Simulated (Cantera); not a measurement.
Charge: 1 mol FeS2, 4.1 mol O2, a varied amount of N2, 1.2 mol SO3, held at 1500 °C and 12.0 bar.

These are equilibrium values from Cantera (NASA tables, ideal gas, pure condensed phases), not measurements of a reactor. Candidate condensed phases: Fe, FeO, FeS, FeSO4, FeS2, Fe2O3, Fe2(SO4)3, Fe3O4, S; 19 gas species. Rates play no part.

Problem. Which condensed phases are stable at each of these points (n(N2) (mol)): 0.56, 0.88, 1.4, 2.1, 3.3, 5.1, 7.9, 12, 19, 30, 46?

Solution. 
| n(N2) (mol) | condensed phases | Fe condensed (%) |
|---|---|---|
| 0.56 | Fe2O3(s) | 100.0 |
| 0.88 | Fe2O3(s) | 100.0 |
| 1.4 | Fe2O3(s) | 100.0 |
| 2.1 | Fe2O3(s) | 100.0 |
| 3.3 | Fe2O3(s) | 100.0 |
| 5.1 | Fe2O3(s) | 100.0 |
| 7.9 | Fe2O3(s) | 100.0 |
| 12 | Fe3O4(s) | 100.0 |
| 19 | Fe3O4(s) | 100.0 |
| 30 | Fe3O4(s) | 100.0 |
| 46 | Fe3O4(s) | 100.0 |

From 0.56 mol N2 to 7.9 mol N2 the condensed part is Fe2O3(s). From 12 mol N2 to 46 mol N2 the condensed part is Fe3O4(s).
